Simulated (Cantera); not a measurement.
A freely propagating, adiabatic, planar premixed flame of CO : H2 : CH4 : O2 : N2 = 1 : 0.064 : 0.082 : 0.733 : 2.75 (molar parts), equivalence ratio 0.95, unburnt at 375 K and 760 Torr; mixture-averaged transport, grid criteria slope 0.08 and curve 0.16, no radiation.

Detailed kinetics in Cantera: GRI-Mech 3.0 (53 species, 325 reactions). Burning velocities carry a grid error of a few per cent, more on coarse grids.

Question: Predict: laminar burning velocity; thermal thickness; peak x(OH); peak x(HO2).

Answer: 
```json
{
 "laminar_burning_velocity": "76.4 cm/s",
 "thermal_thickness": "0.517 mm",
 "peak x(OH)": "0.00640",
 "peak x(HO2)": "0.000286"
}
```
